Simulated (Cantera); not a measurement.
A diamond (100) surface in a fixed gas of H2 with x(CH4) = 0.0055, x(H) = 0.0082, at 1248 K, 105 Torr; coverages are run to steady state.

Detailed kinetics in Cantera: the Harris–Goodwin 1993 mechanism for the reconstructed diamond (100) surface.

θ: site fractions in the mechanism's names (c6HH fully hydrogenated, c6H* and c6*H radical sites, c6** diradical, c6HM methylated).

```tsv
x(CH3)	growth (µm/h)	θ c6HH	θ c6H*	θ c6*H	θ c6**	θ c6HM
1e-06	…	0.411	0.0438	0.509	0.0368	1.14e-5
2.7e-06	…	0.411	0.0438	0.509	0.0368	3.07e-5
7.5e-06	…	0.410	0.0438	0.509	0.0368	8.53e-5
2e-05	…	0.410	0.0438	0.509	0.0368	0.000227
5.6e-05	…	0.410	0.0437	0.508	0.0367	0.000636
0.00015	…	0.409	0.0436	0.507	0.0365	0.00170
0.00042	…	0.407	0.0434	0.504	0.0360	0.00471
0.0011	…	0.403	0.0428	0.497	0.0349	0.0121
0.0031	…	0.390	0.0411	0.478	0.0318	0.0320
```

Question: Complete the blanks.

Answer: 
- 1e-06, growth (µm/h): 0.0812
- 2.7e-06, growth (µm/h): 0.219
- 7.5e-06, growth (µm/h): 0.609
- 2e-05, growth (µm/h): 1.62
- 5.6e-05, growth (µm/h): 4.54
- 0.00015, growth (µm/h): 12.1
- 0.00042, growth (µm/h): 33.6
- 0.0011, growth (µm/h): 85.9
- 0.0031, growth (µm/h): 226
